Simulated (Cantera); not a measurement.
Feed: 1 mol Si, 4.2 mol H2, 0.51 mol Cl2, held at 700 °C and 12000 Pa.

Equilibrium computed with Cantera from the NASA thermochemical tables; the gas is ideal and each condensed phase is pure. Candidate condensed phases: Si; 19 gas species. The tables' values for SiCl3 are old estimates; treat these amounts as uncertain. Kinetics and transport are ignored.

Base state: H2 0.928, SiCl4 0.0405, SiHCl3 0.0169, HCl 0.0125, SiH2Cl2 0.000739, SiCl3 0.000618, SiCl2 0.000270 (mole fractions); condensed: Si(s).

**Question.** What changes in the equilibrium state with this change: temperature from 700 °C to 1327 °C?

**Answer.** 
```csv
species,before,after
H2,0.928,0.839
HCl,0.0125,0.109
SiCl2,0.000270,0.0486
SiCl4,0.0405,0.000377
SiHCl3,0.0169,0.000420
H,3.01e-9,0.000144
Cl,<1e-9,1.47e-5
SiCl,<1e-9,1.10e-5
SiH2Cl2,0.000739,7.81e-5
SiCl3,0.000618,0.00273
"Si(s), mol",0.737,0.755
```
The tables' values for SiCl3, SiCl are old estimates; treat these amounts as uncertain.
